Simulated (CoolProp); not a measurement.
Vapour-liquid equilibrium of propane (1) + benzene (2) at 311.4 K; x and y are mole fractions of (1).

Model: multi-fluid Helmholtz-energy mixture model, Lemmon 2009 and Thol 2012; pair parameters Bell 2016, in CoolProp.

```csv
x,bubble pressure (kPa),y at the bubble point,dew pressure at overall composition x (kPa),liquid density (mol/L)
0.05,138.0,0.836,23.89,11.04
0.2,401.4,0.946,28.37,11.15
0.35,589.6,0.965,34.93,11.24
0.5,743.5,0.975,45.40,11.28
0.65,888.7,0.982,64.82,11.27
0.8,1045,0.989,113.2,11.14
0.95,1237,0.997,433.6,10.84
```

No azeotrope shows between x = 0.05 and 0.95.

The pair parameters rest on a limited set of measurements; away from them the model extrapolates. The gap from Raoult's law changes sign with composition, which may be real or a fault of the pair parameters; it wasn't checked against measurements. With so large a gap from Raoult's law the liquid may split in two, which this calculation doesn't test in full.
